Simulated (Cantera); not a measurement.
Thermodynamics of silicon oxide and oxynitride deposition, feed SiF4 + N2O + H2 + O2

Charge: 1 mol SiF4, 40 mol N2O, 1.9 mol H2, 0.1 mol O2, equilibrated at 0.00190 bar.

These are equilibrium values from Cantera (NASA tables, ideal gas, pure condensed phases), not measurements of a reactor. Candidate condensed phases: H2O, Si, SiO2, Si2N2O, Si3N4; 58 gas species. The tables' values for SiO2, SiF3 are old estimates; treat these amounts as uncertain. The tables hold silica as quartz up to 1696 K and as liquid above; real silica turns to tridymite and cristobalite and melts near 1996 K. The numbers say what is thermodynamically allowed, not how fast it happens.

```tsv
T (°C)	x N2	x O2	x HF	x O	x NO	x SiO	n SiO2(β-quartz)	n SiO2(condensed)	n SiO2(l)
902	0.636	0.304	0.0555	1.85e-7	0.000174	<1e-12	0.874	0	0
1002	0.635	0.304	0.0568	1.41e-6	0.000362	<1e-12	0.894	0	0
1102	0.635	0.304	0.0576	8.05e-6	0.000678	<1e-12	0.907	0	0
1202	0.635	0.304	0.0582	3.63e-5	0.00117	2.42e-11	0.916	0	0
1302	0.634	0.303	0.0586	0.000135	0.00187	1.46e-9	0.923	0	0
1402	0.634	0.302	0.0588	0.000431	0.00283	5.31e-8	0.927	0	0
1502	0.633	0.301	0.0590	0.00121	0.00409	1.25e-6	0	0.930	0
1602	0.631	0.299	0.0589	0.00302	0.00567	2.07e-5	0	0.930	0
1702	0.629	0.295	0.0587	0.00687	0.00757	0.000257	0	0.911	0
1802	0.623	0.289	0.0580	0.0144	0.00975	0.00248	0	0	0.746
```
x: gas mole fraction; n: condensed amount in mol.

From 902 °C to 1402 °C the condensed part is SiO2(β-quartz). From 1502 °C to 1702 °C the condensed part is SiO2(condensed). At 1802 °C the condensed part is SiO2(l). The main Si-bearing gas is SiF4 at 902 °C and SiO at 1802 °C.
